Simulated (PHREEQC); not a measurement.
Acid mine or pickling water: speciation

Synthetic water in mmol/kgw, 25 °C, pH 3.46, pe 8.5:

```tsv
constituent	mmol/kgw
Na	106
K	3.28
Ca	0.693
Mg	16.4
Cl	56.2
S(6)	42.7
B	0.201
Br	4.57
```

Cl is adjusted to close the charge balance.
Valence states are taken as typed.

Equilibrium calculation in PHREEQC: ion-association model, wateq4f.dat.

Each row changes one thing in this solution. This is a speciation only: nothing precipitates in the calculation.

```json
[
 {"case": "as made", "ionic strength (mol/kgw)": "0.164", "SO4-2 (mol/kgw)": "0.0300", "Mg+2 (mol/kgw)": "0.00930", "MgSO4 (mol/kgw)": "0.00710", "NaSO4- (mol/kgw)": "0.00475", "K+ (mol/kgw)": "0.00308", "SI of Gypsum (CaSO4:2H2O)": "-1.29", "SI of Halite (NaCl)": "-4.10"},
 {"case": "K from 3.28 to 1.64 mmol/kgw", "ionic strength (mol/kgw)": "0.162", "SO4-2 (mol/kgw)": "0.0300", "Mg+2 (mol/kgw)": "___", "MgSO4 (mol/kgw)": "0.00713", "NaSO4- (mol/kgw)": "0.00477", "K+ (mol/kgw)": "___", "SI of Gypsum (CaSO4:2H2O)": "-1.28", "SI of Halite (NaCl)": "-4.11"},
 {"case": "temperature from 25 to 55 °C at the same typed pH", "ionic strength (mol/kgw)": "___", "SO4-2 (mol/kgw)": "___", "Mg+2 (mol/kgw)": "0.00714", "MgSO4 (mol/kgw)": "0.00926", "NaSO4- (mol/kgw)": "___", "K+ (mol/kgw)": "0.00301", "SI of Gypsum (CaSO4:2H2O)": "-1.32", "SI of Halite (NaCl)": "-4.17"}
]
```

**Question.** What belongs in the gaps?

**Answer.** 
- K from 3.28 to 1.64 mmol/kgw, Mg+2 (mol/kgw): 0.00927
- K from 3.28 to 1.64 mmol/kgw, K+ (mol/kgw): 0.00154
- temperature from 25 to 55 °C at the same typed pH, ionic strength (mol/kgw): 0.154
- temperature from 25 to 55 °C at the same typed pH, SO4-2 (mol/kgw): 0.0272
- temperature from 25 to 55 °C at the same typed pH, NaSO4- (mol/kgw): 0.00492

At this temperature some constants are extrapolated from 25 °C, and those without enthalpy data are left unchanged.
